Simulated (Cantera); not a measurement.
An isothermal, constant-pressure homogeneous reactor starts with 3.66 % CH₄, 96.3 % H₂, at 2225 K and 13300 Pa.

Cantera simulation using GRI-Mech 3.0 (53 species, 325 reactions); the numbers are that mechanism's predictions, not measurements. GRI-Mech 3.0 stops at C3 and has no aromatics, soot or wall deposition, so with more carbon than oxygen in the feed, carbon stays in small species such as C2H2 where larger ones or solid carbon would form.

x: mole fraction; the columns are a selection and need not sum to one.

```
t (s)        x CH₄   x H₂    x C₂H   x C₂H₂    x C₂H₄
--------  --------  -----  -------  -------  --------
0.000300    0.0266  0.957  7.46e-7  0.00217  0.000225
0.00133    0.00860  0.964  5.98e-6   0.0123   4.63e-5
0.00591          ?  0.966        ?   0.0167         ?
0.0262    0.000202  0.965  1.15e-5   0.0174   4.91e-6
0.116      7.88e-5  0.965  1.17e-5   0.0174   4.87e-6
0.516      7.63e-5  0.965  1.17e-5   0.0174   4.87e-6
2.29       7.63e-5  0.965  1.17e-5   0.0174   4.87e-6
10.2       7.63e-5  0.965  1.17e-5   0.0174   4.87e-6
45.1       7.63e-5  0.965  1.17e-5   0.0174   4.87e-6
200        7.63e-5  0.965  1.17e-5   0.0174   4.87e-6
```

Problem. What belongs in the gaps?

Solution. 
- 0.00591, x CH₄: 0.00127
- 0.00591, x C₂H: 1.00e-5
- 0.00591, x C₂H₄: 6.35e-6
